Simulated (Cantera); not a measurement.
A closed system holds: 1 mol B₂H₆, 9.9 mol N₂, 6.9 mol H₂, held at 1475 °C and 10.0 mbar.

These are equilibrium values from Cantera (NASA tables, ideal gas, pure condensed phases), not measurements of a reactor. Candidate condensed phases: B, BN; 15 gas species. The feed counts by its element totals alone. Rates play no part.

Question: What is the equilibrium state?

Answer: x(H₂): 0.525
x(N₂): 0.473
x(H): 0.00166
n(BN(s)): 2.00 mol
gas amount: 18.82 mol
log10 activity of B(s) (absent): -1.74
